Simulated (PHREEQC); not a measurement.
Make-up at 65 °C: 0.28 mol/kgw (NH4)2SO4, 9.4e-05 mol/kgw Ca(OH)2 and 0.00013 mol/kgw (NH4)2HPO4. Closed to the air; pH follows from the charge balance.

Model: ion-association model, phreeqc.dat, run in PHREEQC.

No solid was allowed to form.

Question: Estimate the pH, ionic strength, activity of water.

Answer: pH 5.39; ionic strength 0.602 mol/kgw; activity of water 0.988.

Question: In which forms is Ca present?

Answer: CaSO4 56 %, Ca+2 44 % of the Ca.

Species that the database lacks are ignored. Away from 25 °C the constants follow the database's enthalpies or fits; those with neither stay at their 25 °C values.
